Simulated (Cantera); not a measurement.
**Iron carbonyl, mercury and lead vapours: PbO + CO + N2**

Input: 1 mol PbO, 0.26 mol CO, 0.12 mol N2, at 84000 Pa.

Equilibrium computed with Cantera from the NASA thermochemical tables; the gas is ideal and each condensed phase is pure. Candidate condensed phases: C, Pb, PbO, PbO2, Pb3O4; 27 gas species. Each liquid is taken as pure. Mutual solubility and eutectic melting of coexisting phases are not modelled. Gases not in the tables: (PbO)n polymers. Kinetics and transport are ignored.

From 773 K to 1073 K the condensed part is Pb(l) + PbO(yellow). From 1223 K to 1673 K the condensed part is Pb(l) + PbO(l).

| T (K) | log p CO2 | log p N2 | log p Pb | log p PbO | log p CO | log p Pb2 | log p O2 | n Pb(l) | n PbO(yellow) | n PbO(l) |
|---|---|---|---|---|---|---|---|---|---|---|
| 773 | -0.24 | -0.58 | -7.64 | -10.79 | -5.21 | <-12 | <-12 | 0.260 | 0.740 | 0 |
| 923 | -0.24 | -0.58 | -5.60 | -7.72 | -4.51 | -11.64 | <-12 | 0.260 | 0.740 | 0 |
| 1073 | -0.24 | -0.58 | -4.14 | -5.54 | -4.00 | -9.20 | -10.91 | 0.260 | 0.740 | 0 |
| 1223 | -0.24 | -0.58 | -3.04 | -3.96 | -3.54 | -7.37 | -8.45 | 0.259 | 0 | 0.740 |
| 1373 | -0.25 | -0.58 | -2.19 | -2.83 | -3.11 | -5.96 | -6.69 | 0.257 | 0 | 0.740 |
| 1523 | -0.26 | -0.60 | -1.51 | -1.93 | -2.77 | -4.83 | -5.31 | 0.245 | 0 | 0.735 |
| 1673 | -0.34 | -0.68 | -0.96 | -1.21 | -2.55 | -3.91 | -4.18 | 0.196 | 0 | 0.706 |
log p: log10 of the partial pressure in bar; n: condensed amount in mol.
